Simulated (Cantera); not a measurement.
C6H6 + O2 + H2 (carbon deposition, reforming and gasification)

Feed: 1 mol C6H6, 0.047 mol O2, a varied amount of H2, held at 8.00 bar.

These are equilibrium values from Cantera (NASA tables, ideal gas, pure condensed phases), not measurements of a reactor. Candidate condensed phases: C, C6H6, C7H8, C8H18, H2O; 110 gas species. Kinetics and transport are ignored.

Stable condensed phases:

```
T in °C \ n(H2) in mol
           7 8.9  11  14  18  24  30  38  49  63
   1300    A   A   A   A   A   A   A   A   A   A
   1250    A   A   A   A   A   A   A   A   A   A
   1200    A   A   A   A   A   A   A   A   A   A
   1150    A   A   A   A   A   A   A   A   A   A
   1100    A   A   A   A   A   A   A   A   A   A
   1050    A   A   A   A   A   A   A   A   A   A
   1000    A   A   A   A   A   A   A   A   A   A
    950    A   A   A   A   A   A   A   A   A   A
    900    A   A   A   A   A   A   A   A   A   B
    850    A   A   A   A   A   A   A   A   B   B
    800    A   A   A   A   A   A   B   B   B   B
    750    A   A   A   A   A   B   B   B   B   B
    700    A   A   A   A   A   B   B   B   B   B
```

A: C; B: gas only.
